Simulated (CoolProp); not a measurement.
Saturation properties of R1336mzz(Z) (Tc = 171.3 °C, pc = 2.904 MPa, ω = 0.386).

Model: reference Helmholtz-energy equation of state, McLinden 2020, in CoolProp.

```
T (°C)  p (MPa)  vapour density (kg/m³)  liquid cp (kJ/(kg K))
------  -------  ----------------------  ---------------------
76.25         ?                       ?                  1.336
82.15    0.4548                   29.56                  1.352
87.95         ?                   34.37                      ?
93.85    0.6101                   39.92                  1.387
99.65    0.7006                   46.13                  1.407
105.45   0.8008                   53.20                      ?
111.35        ?                   61.40                  1.455
117.15    1.036                   70.62                  1.484
122.95        ?                   81.22                  1.519
128.85    1.320                   93.69                      ?
134.65    1.481                   108.0                  1.614
```

Problem. What belongs in the gaps?

Solution. 
- 76.25, p (MPa): 0.3889
- 76.25, vapour density (kg/m³): 25.27
- 87.95, p (MPa): 0.5275
- 87.95, liquid cp (kJ/(kg K)): 1.369
- 105.45, liquid cp (kJ/(kg K)): 1.430
- 111.35, p (MPa): 0.9136
- 122.95, p (MPa): 1.170
- 128.85, liquid cp (kJ/(kg K)): 1.561

It boils at 33.5 °C under 1 atm.
